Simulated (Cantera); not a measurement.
## Hydrogen reduction and annealing atmospheres: Ta₂O₅ + H₂ + H₂O

Input: 1 mol Ta₂O₅, 430 mol H₂, 0.37 mol H₂O.

Equilibrium computed with Cantera from the NASA thermochemical tables; the gas is ideal and each condensed phase is pure. Candidate condensed phases: H₂O, Ta, Ta₂O₅; 12 gas species. Mutual solubility and eutectic melting of coexisting phases are not modelled. Condensed phases not in the tables: N, O or C dissolved in the metal. Kinetics and transport are ignored.

**Question.** Map the stable condensed phases over T = 602, 702, 802, 902, 1002, 1102, 1202, 1302, 1402, 1502, 1602, 1702, 1802, 1902 °C and P in Pa = 10, 52, 270, 1400, 7200, 37000, 190000, 1000000.

**Answer.** 
```
T in °C \ P in Pa
              10      52     270    1400    7200   37000  190000 1000000
   1902        A       A       A       B       B       B       B       B
   1802        A       A       B       B       B       B       B       B
   1702        A       C       B       B       B       B       B       B
   1602        C       C       B       B       B       B       B       B
   1502        C       C       C       C       C       C       C       C
   1402        C       C       C       C       C       C       C       C
   1302        C       C       C       C       C       C       C       C
   1202        C       C       C       C       C       C       C       C
   1102        C       C       C       C       C       C       C       C
   1002        C       C       C       C       C       C       C       C
    902        C       C       C       C       C       C       C       C
    802        C       C       C       C       C       C       C       C
    702        C       C       C       C       C       C       C       C
    602        C       C       C       C       C       C       C       C
```
A: gas only; B: Ta + Ta₂O₅; C: Ta₂O₅.
